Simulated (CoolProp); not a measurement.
A single-stage vapour-compression cycle with sulfur hexafluoride: evaporating at 249.15 K (dew point), condensing at 280.15 K (bubble point), superheat 0 K, subcooling 0 K, compressor efficiency 0.65, no pressure losses. Each further row changes one setting.

Model: reference Helmholtz-energy equation of state, Guder 2009, in CoolProp.

| case | cooling COP | pressure ratio | discharge temperature (K) | refrigerating effect (kJ/kg) | volumetric capacity (kJ/m³) |
|---|---|---|---|---|---|
| as stated | 3.98 | 2.50 | 287.6 | 67.9 | 3360 |
| evaporating temperature 254.15 K | 5.00 | 2.12 | 286.2 | 69.9 | 4070 |
| condensing temperature 275.15 K | 5.01 | 2.19 | 281.7 | 73.2 | 3620 |
| subcooling 5 K | 4.30 | 2.50 | 287.6 | 73.3 | 3620 |
| superheat 10 K | 4.08 | 2.50 | 297.3 | 74.5 | 3460 |
| compressor efficiency 0.55 | 3.37 | 2.50 | 291.4 | 67.9 | 3360 |
